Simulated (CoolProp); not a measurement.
Vapour-liquid equilibrium of acetone (1) + ethanol (2) at 17.55 °C; x and y are mole fractions of (1).

Model: multi-fluid Helmholtz-energy mixture model, Lemmon 2006 and Schroeder 2014; pair parameters Bell 2016, in CoolProp.

### Question
Give the bubble pressure and the first vapour's composition at x = 0.2, 0.5, 0.95. Is there an azeotrope?

### Answer
x = 0.2: 0.01147 MPa, y = 0.633; x = 0.5: 0.01643 MPa, y = 0.810; x = 0.95: 0.02150 MPa, y = 0.976. No azeotrope shows between x = 0.05 and 0.95.

The pair parameters rest on a limited set of measurements; away from them the model extrapolates.
